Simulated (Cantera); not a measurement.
A perfectly stirred reactor is fed with 37.9 % CH4, 41.7 % CO2, 20.5 % H2, at 5550 Torr; it is held at 1298 K, and followed from long to short residence time.

Cantera simulation using GRI-Mech 3.0 (53 species, 325 reactions); the numbers are that mechanism's predictions, not measurements.

Task: Predict: x(CH4) at τ = 15.0 s; x(CO2) at τ = 15.0 s; x(H2) at τ = 15.0 s; x(C2H2) at τ = 15.0 s; x(CH4) at τ = 0.120 s; x(CO2) at τ = 0.120 s; x(H2) at τ = 0.120 s; x(C2H2) at τ = 0.120 s.

Result: 
| Item | Value |
|---|---|
| x(CH4) at τ = 15.0 s | 0.318 |
| x(CO2) at τ = 15.0 s | 0.265 |
| x(H2) at τ = 15.0 s | 0.117 |
| x(C2H2) at τ = 15.0 s | 0.00654 |
| x(CH4) at τ = 0.120 s | 0.378 |
| x(CO2) at τ = 0.120 s | 0.414 |
| x(H2) at τ = 0.120 s | 0.203 |
| x(C2H2) at τ = 0.120 s | 2.73e-5 |
